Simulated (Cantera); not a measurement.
**Diamond growth**

A diamond (100) surface in a fixed gas of H2 with x(CH4) = 0.0027, x(H) = 0.028, at 1150 K, 105 Torr; coverages are run to steady state.

Detailed kinetics in Cantera: the Harris–Goodwin 1993 mechanism for the reconstructed diamond (100) surface.

```
x(CH3)   growth (µm/h)  θ c6HH  θ c6H*  θ c6*H  θ c6**    θ c6HM
-------  -------------  ------  ------  ------  ------  --------
1e-06            0.125   0.473  0.0340   0.469  0.0245   1.04e-5
2.8e-06          0.350   0.473  0.0340   0.469  0.0245   2.91e-5
8e-06            0.999   0.473  0.0340   0.469  0.0245   8.32e-5
2.3e-05           2.87   0.473  0.0340   0.469  0.0245  0.000239
6.4e-05           7.98   0.472  0.0339   0.468  0.0245  0.000664
0.00018           22.4   0.471  0.0339   0.467  0.0244   0.00186
0.00052           64.2   0.469  0.0337   0.465  0.0242   0.00535
0.0015             182   0.462  0.0331   0.457  0.0236    0.0151
0.0041             471   0.445  0.0318   0.438  0.0221    0.0393
```
θ: site fractions in the mechanism's names (c6HH fully hydrogenated, c6H* and c6*H radical sites, c6** diradical, c6HM methylated).
